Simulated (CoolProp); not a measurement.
Values from CoolProp's reference Helmholtz-energy equation of state, Thol 2012.

### Question
Give the vapour pressure (MPa), liquid density (kg/m³), vapour Z, liquid viscosity (µPa s) of saturated benzene at 393 K.

### Answer
```json
[
 {"T (K)": "393", "p (MPa)": "0.299", "liquid density (kg/m³)": "767", "vapour Z": "0.927", "liquid viscosity (µPa s)": "223"}
]
```

Viscosity comes from a separate model (Avgeri 2014).
